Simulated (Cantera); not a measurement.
Charge: 1 mol SiH2Cl2, 0.65 mol HCl, 22 mol H2, held at 0.00150 bar.

Cantera equilibrium calculation (NASA polynomials, part measured and part estimated; ideal gas, pure solids and liquids). Candidate condensed phases: Si; 19 gas species. The tables' values for SiCl3, SiCl are old estimates; treat these amounts as uncertain. Kinetics and transport are ignored.

log p: log10 of the partial pressure in bar; n: condensed amount in mol.

```json
[
 {"T (K)": "1073", "log p H2": "-2.86", "log p HCl": "-4.08", "log p SiCl2": "-5.02", "log p SiCl4": "-4.94", "log p SiCl3": "-5.58", "log p SiHCl3": "-5.63", "n Si(s)": "0.576"},
 {"T (K)": "1148", "log p H2": "-2.86", "log p HCl": "-3.99", "log p SiCl2": "___", "log p SiCl4": "___", "log p SiCl3": "-5.63", "log p SiHCl3": "___", "n Si(s)": "0.607"},
 {"T (K)": "1223", "log p H2": "-2.86", "log p HCl": "-3.96", "log p SiCl2": "-4.67", "log p SiCl4": "___", "log p SiCl3": "-5.84", "log p SiHCl3": "___", "n Si(s)": "0.605"},
 {"T (K)": "1298", "log p H2": "-2.86", "log p HCl": "-3.96", "log p SiCl2": "-4.62", "log p SiCl4": "-6.79", "log p SiCl3": "-6.10", "log p SiHCl3": "-7.04", "n Si(s)": "0.592"},
 {"T (K)": "1373", "log p H2": "-2.86", "log p HCl": "-3.96", "log p SiCl2": "-4.60", "log p SiCl4": "-7.42", "log p SiCl3": "-6.34", "log p SiHCl3": "-7.52", "n Si(s)": "0.578"},
 {"T (K)": "1448", "log p H2": "-2.86", "log p HCl": "-3.97", "log p SiCl2": "-4.58", "log p SiCl4": "-7.99", "log p SiCl3": "-6.57", "log p SiHCl3": "-7.96", "n Si(s)": "0.564"},
 {"T (K)": "1523", "log p H2": "-2.86", "log p HCl": "-3.97", "log p SiCl2": "-4.57", "log p SiCl4": "-8.51", "log p SiCl3": "-6.77", "log p SiHCl3": "-8.35", "n Si(s)": "0.551"}
]
```

Task: What belongs in the gaps?

Result: 
- 1148, log p SiCl2: -4.77
- 1148, log p SiCl4: -5.44
- 1148, log p SiHCl3: -6.02
- 1223, log p SiCl4: -6.11
- 1223, log p SiHCl3: -6.53
